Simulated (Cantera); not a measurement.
## Reactions in the system F-H-Mg-S

Cantera with NASA thermochemical tables; ideal gases at 1 bar, condensed phases pure. Values are per mole of reaction as written; species without (g) are pure solids or liquids, kept so even where they would boil at 1 bar.

2 HF(g) + MgS = H₂S(g) + MgF₂

```tsv
T (K)	ΔH° (kJ)	ΔS° (J/K)	ΔG° (kJ)	log10 K
450	-254.5	-136.4	-193.1	22.41
550	-254.2	-135.9	-179.4	17.04
650	-253.6	-135.0	-165.9	13.33
750	-252.8	-133.7	-152.5	10.62
850	-251.7	-132.4	-139.2	8.55
950	-250.4	-131.0	-126.0	6.93
```
